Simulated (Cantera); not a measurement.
# Ignition delay

Mixture: 7.50 % CH₄, 0.742 % C₂H₆, 4.12 % C₃H₈, 22.5 % O₂, 65.1 % N₂, equivalence ratio 1.7, at 17.8 atm, adiabatic and at constant pressure. Ignition delay is the time to a rise of 400 K.

Detailed kinetics in Cantera: GRI-Mech 3.0 (53 species, 325 reactions). GRI-Mech 3.0 was tuned for natural gas; its chemistry of propane as a main component is partial and can be far from experiment. The pressure lies above the range GRI-Mech 3.0 was tuned for (to about 10 atm).

```tsv
T0 (K)	delay (ms)
1298	0.173
1398	0.0479
1498	0.0157
1598	0.00627
1698	0.00299
1798	0.00166
```

```
Quantity                                                Result
--------------------------------------------------  ----------
apparent activation energy between 1598 and 1798 K  160 kJ/mol
```
